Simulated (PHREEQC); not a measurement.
**Spent oxide etchant: an equilibrium model**

Consider water at 25 °C with 0.14 mol HF, 6.6e-05 mol H2SiF6, 0.0015 mol H3PO4 and 0.043 mol HNO3 per kg of water. Closed to the air; pH follows from the charge balance.

Equilibrium calculation in PHREEQC: ion-association model, wateq4f.dat.

Precipitation was switched off in this run.

Q: What pH does the model give?

A: pH 1.40.

Q: In which forms is F present?

A: HF 66 %, H2F2 32 %, F- 1.4 %, HF2- 1.0 % of the F.

wateq4f.dat counts part of the HF as a dimer, H2F2, which phreeqc.dat doesn't know; its constant is uncertain. H3PO4, which wateq4f.dat lacks, is added to it with the constant of phreeqc.dat. SiF6-2 is the database's only silicon fluoride.
